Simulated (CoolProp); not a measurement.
Vapour-liquid equilibrium of ethylbenzene (1) + p-xylene (2) at 301.8 K; x and y are mole fractions of (1).

Model: multi-fluid Helmholtz-energy mixture model, Zhou 2012 and Zhou 2012; pair parameters Bell 2016, in CoolProp.

```csv
x,bubble pressure (bar),y at the bubble point,dew pressure at overall composition x (bar),liquid density (mol/L)
0.05,0.01458,0.056,0.01457,8.041
0.15,0.01475,0.164,0.01473,8.046
0.25,0.01491,0.268,0.01488,8.051
0.35,0.01504,0.370,0.01502,8.056
0.45,0.01516,0.469,0.01514,8.061
0.55,0.01527,0.567,0.01526,8.067
0.65,0.01538,0.665,0.01536,8.072
0.75,0.01547,0.762,0.01546,8.078
0.85,0.01557,0.858,0.01556,8.084
0.95,0.01566,0.953,0.01566,8.091
```

No azeotrope shows between x = 0.05 and 0.95.

Pair parameters are fitted to limited data, so mixtures are less certain than the pure fluids.
